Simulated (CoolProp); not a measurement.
n-hexane along the isotherm 238.25 °C: Z from the reference equation and from simpler models built on Tc = 234.7 °C, pc = 30.44 bar, ω = 0.300; each cubic takes its own stable root.

Values from CoolProp's reference Helmholtz-energy equation of state, Thol 2019.

```csv
p (bar),phase,reference
1.09,gas,0.9877
2.17,gas,0.9753
3.26,gas,0.9625
4.35,gas,0.9496
5.44,gas,0.9364
6.52,gas,0.9230
7.61,gas,0.9093
8.7,gas,0.8953
9.78,gas,0.8811
10.9,gas,0.8661
12,gas,0.8509
13,gas,0.8368
14.1,gas,0.8208
15.2,gas,0.8044
```

Q: How far does each simpler model (Pitzer virial, van der Waals, Soave-Redlich-Kwong, Peng-Robinson) lie from the reference over these 14 states: mean and median of the absolute difference, and the worst?

A: 
- Pitzer virial: mean 1.1 %, median 0.7 %, worst +3.2 % at 238.25 °C and 15.2 bar
- van der Waals: mean 1.6 %, median 1.5 %, worst +3.2 % at 238.25 °C and 15.2 bar
- Soave-Redlich-Kwong: mean 0.4 %, median 0.3 %, worst +0.8 % at 238.25 °C and 15.2 bar
- Peng-Robinson: mean 0.8 %, median 0.8 %, worst -1.4 % at 238.25 °C and 15.2 bar
